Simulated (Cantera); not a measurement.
A perfectly stirred reactor is fed with CH₄ : CO₂ : H₂ = 1 : 1.1 : 0.8 (molar parts), at 24.7 atm; it is held at 1775 K, and followed from long to short residence time.

Computed with Cantera and GRI-Mech 3.0 (53 species, 325 reactions). The pressure lies above the range GRI-Mech 3.0 was tuned for (to about 10 atm).

```
quantity                  before     after
----------------------  --------  --------
x(CH₄) at τ = 3.80 s      0.0294  0.000291
x(CO₂) at τ = 3.80 s      0.0104     0.428
x(H₂) at τ = 3.80 s        0.499    0.0402
x(C₂H₆) at τ = 3.80 s    1.45e-5   1.16e-8
x(H) at τ = 3.80 s       4.12e-5   1.12e-5
x(CH₄) at τ = 35.0 ms     0.0841   0.00901
x(CO₂) at τ = 35.0 ms     0.0529     0.481
x(H₂) at τ = 35.0 ms       0.334    0.0321
x(C₂H₆) at τ = 35.0 ms  0.000154   1.29e-5
x(H) at τ = 35.0 ms      3.31e-5   9.55e-6
```

**Question.** What was changed between the two runs?
A. CO2 1.1 to 2.9 parts
B. CH4 1 to 5.1 parts
C. CO2 1.1 to 8.6 parts
D. pressure from 24.7 atm to 4.93 atm

**Answer.** C, CO2 1.1 to 8.6 parts
